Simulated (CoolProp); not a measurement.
Saturation properties of n-decane.

Computed with CoolProp (reference Helmholtz-energy equation of state, Lemmon 2006). It is a short technical equation, of lower accuracy than the large ones.

| T (°C) | p (bar) | liquid cp (kJ/(kg K)) | liquid viscosity (µPa s) | liquid conductivity (mW/(m K)) |
|---|---|---|---|---|
| 14.05 | 0.0008213 | 2.153 | 1000 | 132 |
| 22.15 | 0.001491 | 2.182 | 883 | 130 |
| 30.25 | 0.002606 | 2.212 | 786 | 128 |
| 38.45 | 0.004421 | 2.243 | 704 | 126 |
| 46.55 | 0.007214 | 2.275 | 635 | 124 |
| 54.75 | 0.01149 | 2.307 | 576 | 122 |
| 62.85 | 0.01770 | 2.340 | 525 | 120 |
| 71.05 | 0.02672 | 2.373 | 481 | 118 |

It boils at 174.1 °C under 1 atm.

Viscosity comes from a separate model (Huber 2004). Thermal conductivity comes from a separate model (Huber 2005).
